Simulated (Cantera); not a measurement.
An adiabatic, constant-pressure homogeneous reactor starts with CH4 : O2 : N2 = 1 : 2.7 : 10.2 (molar parts), equivalence ratio 0.74, at 1100 K and 2250 Torr. Integrator tolerance rtol = 1e-08.

Cantera simulation using GRI-Mech 3.0 (53 species, 325 reactions); the numbers are that mechanism's predictions, not measurements.

Problem. What does this change do: CH4 1 to 2.2 parts?

Solution. 
| quantity | before | after |
|---|---|---|
| time of steepest temperature rise | 58.9 ms | 90.1 ms |
| temperature at 2.00 s | 2455 K | 2418 K |
| equilibrium temperature | 2455 K | 2418 K |
| x(CH4) at 2.00 s | <1e-12 (gas-phase equilibrium <1e-12) | 2.47e-11 (gas-phase equilibrium 2.79e-11) |
| x(O2) at 2.00 s | 0.0462 (gas-phase equilibrium 0.0462) | 1.40e-5 (gas-phase equilibrium 1.40e-5) |
| x(H) at 2.00 s | 0.000504 (gas-phase equilibrium 0.000504) | 0.00316 (gas-phase equilibrium 0.00316) |
| x(CH2CO) at 2.00 s | <1e-12 (gas-phase equilibrium <1e-12) | <1e-12 (gas-phase equilibrium <1e-12) |
| x(NO) at 2.00 s | 0.00958 (gas-phase equilibrium 0.00958) | 0.000142 (gas-phase equilibrium 0.000142) |

Problem. What does this change do: 0.064 parts H2 added?

Solution. 
```
quantity                                                              before                                      after
---------------------------------  -----------------------------------------  -----------------------------------------
time of steepest temperature rise                                    58.9 ms                                    21.3 ms
temperature at 2.00 s                                                 2455 K                                     2470 K
equilibrium temperature                                               2455 K                                     2470 K
x(CH4) at 2.00 s                       <1e-12 (gas-phase equilibrium <1e-12)      <1e-12 (gas-phase equilibrium <1e-12)
x(O2) at 2.00 s                        0.0462 (gas-phase equilibrium 0.0462)      0.0440 (gas-phase equilibrium 0.0440)
x(H) at 2.00 s                     0.000504 (gas-phase equilibrium 0.000504)  0.000574 (gas-phase equilibrium 0.000574)
x(CH2CO) at 2.00 s                     <1e-12 (gas-phase equilibrium <1e-12)      <1e-12 (gas-phase equilibrium <1e-12)
x(NO) at 2.00 s                      0.00958 (gas-phase equilibrium 0.00958)    0.00960 (gas-phase equilibrium 0.00960)
```
